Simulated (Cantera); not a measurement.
Input (Python, Cantera) and output of one run.

```python
import numpy as np
import cantera as ct

gas_names = """
    B BH BH2 BH3 BO BO2 B2 B2O B2O2 B2O3 B3O3H3 H HBO HBO2 HO2 H2 H2O H2O2 H3B3O6 O OH O2 O3
""".split()
cond_names = """
    B(b) B(L) B2O3(L) B3O3H3(cr) H2O(s) H2O(L)
""".split()


def load(file, names, dense=False):
    # The tables refer to 1 bar. Condensed volumes are neglected.
    table = {s.name: s for s in ct.Species.list_from_file(file)}
    out = []
    for n in names:
        d = dict(table[n].input_data)
        d["thermo"] = dict(d["thermo"], **{"reference-pressure": 1e5})
        if dense:
            d["equation-of-state"] = {"model": "constant-volume", "density": "1e6 g/cm^3"}
        out.append(ct.Species.from_dict(d))
    return out


gas = ct.Solution(thermo="ideal-gas", species=load("nasa_gas.yaml", gas_names))
cond = {s.name: ct.Solution(thermo="fixed-stoichiometry", species=[s], name=s.name)
        for s in load("nasa_condensed.yaml", cond_names, dense=True)}
atoms = {
    'B2O3': {'B': 2, 'O': 3},
    'O2': {'O': 2},
    'H2': {'H': 2},
}
top_T = {}  # K; cautious upper limits of use, not melting points


def equilibrate(T, P, feed):
    n = {}
    for name, mol in feed.items():
        for a, k in atoms[name].items():
            n[a] = n.get(a, 0.0) + k * mol
    gas.TPX = T, P, n
    mass = sum(n.values()) * gas.mean_molecular_weight
    gas.equilibrate("TP")
    valid = [c for c in cond.values() if c.min_temp <= T <= top_T.get(c.name, c.max_temp)]
    mix = ct.Mixture([(gas, mass / gas.mean_molecular_weight)] + [(c, 0.0) for c in valid])
    mix.T, mix.P = T, P
    mix.equilibrate("TP", solver="vcs", rtol=1e-11, max_steps=5000)
    return mix


results = []
feed = {'B2O3': 1, 'O2': 0.075, 'H2': 23}  # mol
P = 13332.2  # Pa
for T in [973, 1048, 1123, 1198, 1273, 1348, 1423, 1498, 1573]:
    mix = equilibrate(T, P, feed)
    results.append((T, P, feed, dict(zip(mix.species_names, mix.species_moles))))

top = {s: max(r[3][s] / sum(r[3][g] for g in gas_names) for r in results) for s in gas_names}
cols = sorted((s for s in top if top[s] > 0.0001), key=lambda s: -top[s])[:8]
seen = [c for c in cond_names if any(r[3].get(c, 0) > 1e-12 for r in results)]
print("log10 of partial pressures in bar; condensed amounts in mol")
print(f"{'T/K':>10s}" + "".join(f"{s[:9]:>10s}" for s in cols + seen))
for T, P, feed, n in results:
    ng = sum(n[g] for g in gas_names)
    print(f"{T:10.4g}" + "".join(f"{np.log10(max(n[s] / ng * P / 1e5, 1e-99)):10.3f}" for s in cols)
          + "".join(f"{n.get(c, 0):10.4g}" for c in seen))
```

It prints:

```
log10 of partial pressures in bar; condensed amounts in mol
       T/K        H2      HBO2       H2O       HBO      B2O3         H   B2O3(L)
       973    -0.878    -6.365    -3.061    -9.649   -12.053    -9.405    0.9998
      1048    -0.878    -5.697    -3.062    -8.529   -10.524    -8.551    0.9997
      1123    -0.878    -5.123    -3.063    -7.563    -9.209    -7.810    0.9992
      1198    -0.878    -4.626    -3.067    -6.722    -8.065    -7.160    0.9979
      1273    -0.878    -4.194    -3.077    -5.981    -7.062    -6.586    0.9943
      1348    -0.878    -3.820    -3.099    -5.319    -6.175    -6.075    0.9864
      1423    -0.879    -3.500    -3.143    -4.718    -5.387    -5.617    0.9703
      1498    -0.879    -3.231    -3.216    -4.163    -4.681    -5.205    0.9396
      1573    -0.881    -3.005    -3.313    -3.648    -4.047    -4.831    0.8787
```

These are equilibrium values from Cantera (NASA tables, ideal gas, pure condensed phases), not measurements of a reactor. Gases not in the tables: H3BO3.
